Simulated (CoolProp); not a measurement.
A closed Brayton cycle with carbon dioxide: compressor inlet 313.15 K and 9.2 MPa, high pressure 23.7 MPa, turbine inlet 820 K, compressor efficiency 0.89, turbine efficiency 0.9, recuperator effectiveness 0 (on enthalpy, no pinch check). Each further row changes one setting.

Values from CoolProp's reference Helmholtz-energy equation of state, Span 1996.

| case | thermal efficiency (%) | net work (kJ/kg) | compressor to turbine work | compressor exit (K) | turbine exit (K) |
|---|---|---|---|---|---|
| as stated | 14.6 | 97.5 | 0.21 | 351.7 | 706.7 |
| turbine inlet 770 K | 14.6 | 88.8 | 0.23 | 351.7 | 660.8 |
| compressor inlet 323.15 K | 14.4 | 83.6 | 0.32 | 391.6 | 706.7 |
| high pressure 20.1 MPa | 12.3 | 83.3 | 0.20 | 344.6 | 726.0 |
| recuperator effectiveness 0.5 | 21.4 | 97.5 | 0.21 | 351.7 | 706.7 |
